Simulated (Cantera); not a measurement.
Cantera run:

```python
import numpy as np
import cantera as ct

gas_names = [...]  # 87 gases of nasa_gas.yaml made of C, H, Si
cond_names = """
    C(gr) C6H6(L) C7H8(L) C8H18(L),n-octa Si(cr) Si(L) SiC(b)
""".split()


# ... load() reads the species with a 1 bar reference pressure and builds the phases ...
atoms = {
    'SiH4': {'Si': 1, 'H': 4},
    'C2H4': {'C': 2, 'H': 4},
    'H2': {'H': 2},
}
top_T = {'C(gr)': 4500, 'SiC(b)': 3050}  # K; cautious upper limits of use, not melting points


# ... equilibrate(T, P, feed) seeds the gas with the atoms and calls Mixture.equilibrate('TP', solver="vcs", rtol=1e-11, max_steps=5000) ...
results = []
T = 2548.15  # K
P = 38000  # Pa
for m in [18, 25, 35, 48, 66, 91, 130, 170, 240]:
    feed = {'SiH4': 1, 'C2H4': 0.017, 'H2': m}  # mol
    mix = equilibrate(T, P, feed)
    results.append((T, P, feed, dict(zip(mix.species_names, mix.species_moles))))

top = {s: max(r[3][s] / sum(r[3][g] for g in gas_names) for r in results) for s in gas_names}
cols = sorted((s for s in top if top[s] > 1e-05), key=lambda s: -top[s])[:5]
seen = [c for c in cond_names if any(r[3].get(c, 0) > 1e-12 for r in results)]
print("log10 of partial pressures in bar; condensed amounts in mol")
print(f"{'n(H2)':>10s}" + "".join(f"{s[:9]:>10s}" for s in cols + seen))
for T, P, feed, n in results:
    ng = sum(n[g] for g in gas_names)
    print(f"{feed['H2']:10.4g}" + "".join(f"{np.log10(max(n[s] / ng * P / 1e5, 1e-99)):10.3f}" for s in cols)
          + "".join(f"{n.get(c, 0):10.4g}" for c in seen))
```

It prints:

```
log10 of partial pressures in bar; condensed amounts in mol
     n(H2)        H2         H        Si       SiH      Si2C     Si(L)
        18    -0.453    -1.736    -2.170    -3.006    -3.348    0.4709
        25    -0.452    -1.736    -2.170    -3.006    -3.452    0.3013
        35    -0.452    -1.736    -2.170    -3.005    -3.566   0.06026
        48    -0.450    -1.734    -2.263    -3.097    -3.734         0
        66    -0.448    -1.733    -2.386    -3.219    -3.946         0
        91    -0.447    -1.733    -2.512    -3.345    -4.189         0
       130    -0.445    -1.732    -2.656    -3.488    -4.490         0
       170    -0.445    -1.732    -2.766    -3.597    -4.735         0
       240    -0.444    -1.731    -2.909    -3.740    -5.068         0
```

Method: chemical equilibrium by Gibbs-energy minimisation in Cantera with the NASA 1993 tables (ideal gas, pure condensed phases). Gases not in the tables: Si2H6 and higher silanes.
